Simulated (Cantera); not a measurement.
Charge: 1 mol SiCl4, 0.047 mol HCl, 870 mol H2, at 1000 Pa.

These are equilibrium values from Cantera (NASA tables, ideal gas, pure condensed phases), not measurements of a reactor. Candidate condensed phases: Si; 19 gas species. The tables' values for SiCl are old estimates; treat these amounts as uncertain. Gases not in the tables: Si2H6 and higher silanes. Equilibrium is a limit: real reactors are often held back by kinetics, nucleation or transport.

**Question.** At 1848 K, list the 4 most abundant gas species with their mole fractions, and the condensed phases.

**Answer.** H2 0.989, H 0.00527, HCl 0.00447, Si 0.000627. Condensed: Si(l).
